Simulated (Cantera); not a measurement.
## NO annealing gas

An isothermal, constant-pressure homogeneous reactor starts with 50.7 % NO, 44.6 % N2, 4.67 % H2O, at 1575 K and 760 Torr.

Detailed kinetics in Cantera: GRI-Mech 3.0 (53 species, 325 reactions).

| t (s) | x NO | x NO2 | x O2 | x N2 | x N2O | x O |
|---|---|---|---|---|---|---|
| 2.00e-6 | 0.507 | 1.33e-9 | <1e-12 | 0.446 | 1.20e-8 | 1.02e-8 |
| 1.18e-5 | 0.507 | 2.89e-8 | 1.40e-11 | 0.446 | 7.08e-8 | 3.01e-8 |
| 6.93e-5 | 0.507 | 2.76e-7 | 1.68e-10 | 0.446 | 4.16e-7 | 3.50e-8 |
| 0.000408 | 0.507 | 1.97e-6 | 2.76e-9 | 0.446 | 2.42e-6 | 3.93e-8 |
| 0.00240 | 0.507 | 1.90e-5 | 1.54e-7 | 0.446 | 1.32e-5 | 8.96e-8 |
| 0.0141 | 0.507 | 0.000100 | 1.10e-5 | 0.446 | 5.10e-5 | 2.88e-7 |
| 0.0833 | 0.506 | 0.000232 | 0.000345 | 0.447 | 7.43e-5 | 5.72e-7 |
| 0.490 | 0.501 | 0.000329 | 0.00273 | 0.449 | 7.28e-5 | 7.96e-7 |
| 2.89 | 0.474 | 0.000602 | 0.0161 | 0.463 | 6.48e-5 | 1.49e-6 |
| 17.0 | 0.359 | 0.000925 | 0.0734 | 0.520 | 3.67e-5 | 2.96e-6 |
| 100 | 0.143 | 0.000575 | 0.182 | 0.628 | 5.81e-6 | 4.58e-6 |
x: mole fraction; the columns are a selection and need not sum to one.

Equilibrium at this temperature and pressure: NO 0.00180, NO2 8.54e-6, O2 0.253, N2 0.699, N2O 1.03e-7, O 5.38e-6 (gas phase only).
